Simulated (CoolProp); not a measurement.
Nitrogen along the isotherm -192.65 °C: density (kg/m³) from the reference equation and from simpler models built on Tc = -147.0 °C, pc = 3.396 MPa, ω = 0.037; each cubic takes its own stable root.

Model: reference Helmholtz-energy equation of state, Span 2000, in CoolProp.

| p (MPa) | phase | reference | van der Waals | Peng-Robinson |
|---|---|---|---|---|
| 0.00537 | gas | 0.2252 | 0.2251 | 0.2252 |
| 0.00906 | gas | 0.3804 | 0.3801 | 0.3804 |
| 0.0153 | gas | 0.6439 | 0.6428 | 0.6439 |
| 0.0258 | gas | 1.090 | 1.087 | 1.090 |
| 0.0436 | gas | 1.855 | 1.845 | 1.854 |
| 0.0735 | gas | 3.163 | 3.134 | [?] |
| 0.124 | gas | 5.447 | 5.360 | 5.438 |
| 0.209 | liquid | 791.8 | [?] | 894.5 |
| 0.353 | liquid | 792.2 | [?] | 895.1 |
| 0.596 | liquid | [?] | [?] | 896.0 |
| 1.01 | liquid | 794.1 | [?] | 897.6 |
| 1.7 | liquid | [?] | 550.3 | [?] |

Task: Some entries are withheld; supply them.

Result: 
- 0.0735, Peng-Robinson: 3.160
- 0.209, van der Waals: 9.252
- 0.353, van der Waals: 16.35
- 0.596, reference: 792.9
- 0.596, van der Waals: 544.9
- 1.01, van der Waals: 547.0
- 1.7, reference: 796.0
- 1.7, Peng-Robinson: 900.2

At some of these states van der Waals gives the other phase, because its saturation line lies elsewhere.
